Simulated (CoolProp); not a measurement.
The fluid at 298.15 K and 17.6 MPa flows at 2.5 m/s in a round tube of 50 mm bore and 15 µm roughness, fully developed (64/Re and Nu = 3.66 if laminar; Colebrook and Gnielinski if turbulent). The same conditions are run with several fluids, on thermodynamics alone (safety and materials aside).

Model: reference Helmholtz-energy equation of state of each fluid (o-xylene: Zhou 2012; c-C4F8 (RC318): Platzer 1990; ethylbenzene: Zhou 2012; ammonia: Gao 2020; R407C: Lemmon 2003), in CoolProp. The equations of Platzer and Polt are older, rougher fits. Blends and air are pseudo-pure fits.

### Question
Rank o-xylene, c-C4F8 (RC318), ethylbenzene, ammonia, R407C by Reynolds number, highest first.

### Answer
R407C (768000), ammonia (533000), c-C4F8 (RC318) (381000), ethylbenzene (155000), o-xylene (127000)

| fluid | Darcy friction factor | pressure drop (Pa/m) | heat-transfer coefficient (W/(m² K)) | mass flow (kg/h) |
|---|---|---|---|---|
| o-xylene | 0.0188 | 1040 | 2600 | 15700 |
| c-C4F8 (RC318) | 0.0166 | 1650 | 3330 | 28100 |
| ethylbenzene | 0.0183 | 1000 | 2810 | 15500 |
| ammonia | 0.0162 | 625 | 13000 | 10900 |
| R407C | 0.0159 | 1210 | 5280 | 21600 |

Transport values come from each fluid's own correlations; those of c-C4F8 (RC318), ethylbenzene are estimates that may be off by 10 % or more.
